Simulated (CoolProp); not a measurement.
Values from CoolProp's reference Helmholtz-energy equation of state, de Reuck 1993.

Task: For methanol, give the phase and the Joule-Thomson coefficient (K/MPa), Prandtl number at 227.35 °C and 0.0681 MPa; 252.45 °C and 26.4 MPa.

Result: 
- 227.35 °C and 0.0681 MPa: gas; Joule-Thomson coefficient 12.9, Prandtl number 0.807
- 252.45 °C and 26.4 MPa: supercritical; Joule-Thomson coefficient 0.355, Prandtl number 2.27

Viscosity comes from a separate model (Xiang 2006). Thermal conductivity comes from a separate model (Sykioti 2013).
